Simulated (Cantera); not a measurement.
Charge: 1 mol borazine, 0.49 mol NH3, 42 mol H2, held at 0.00133 bar.

Method: chemical equilibrium by Gibbs-energy minimisation in Cantera with the NASA 1993 tables (ideal gas, pure condensed phases). Candidate condensed phases: B, BN; 15 gas species. The feed counts by its element totals alone. The tables' values for BH2 are old estimates; treat these amounts as uncertain. Rates play no part. All values below are at 1998 K.

Base state: H2 0.921, H 0.0422, N2 0.0360, BH2 0.000426, B 9.67e-5 (mole fractions); condensed: B(s).

Task: What changes in the equilibrium state with this change: pressure from 0.00133 bar to 0.00370 bar?

Result: 
| species | before | after |
|---|---|---|
| H2 | 0.921 | 0.943 |
| N2 | 0.0360 | 0.0309 |
| H | 0.0422 | 0.0256 |
| BH2 | 0.000426 | 0.000436 |
| B | 9.67e-5 | 3.48e-5 |
| B(s), mol | 2.97 | 2.44 |
| BN(s), mol | 0 | 0.537 |
Mutual solubility and eutectic melting of coexisting phases are not modelled.

Task: What changes in the equilibrium state with this change: pressure from 0.00133 bar to 1.00 bar?

Result: 
```
species       before    after
----------  --------  -------
H2             0.921    0.993
N2            0.0360  0.00536
H             0.0422  0.00160
BH2         0.000426  6.71e-5
B            9.67e-5  1.88e-8
B(s), mol       2.97        0
BN(s), mol         0     3.00
```
